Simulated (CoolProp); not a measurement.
Vapour-liquid equilibrium of hydrogen chloride (1) + n-butane (2) at 206.9 K; x and y are mole fractions of (1).

The numbers come from the multi-fluid Helmholtz-energy mixture model, Thol 2018 and Bücker 2006; pair parameters Bell 2016 in CoolProp.

Give the bubble pressure and the first vapour's composition at x = 0.25, 0.35, 0.75. Is there an azeotrope?

x = 0.25: 1.592 bar, y = 0.982; x = 0.35: 1.897 bar, y = 0.986; x = 0.75: 2.239 bar, y = 0.990. No azeotrope shows between x = 0.05 and 0.95.

The pair parameters rest on a limited set of measurements; away from them the model extrapolates. With so large a gap from Raoult's law the liquid may split in two, which this calculation doesn't test in full.
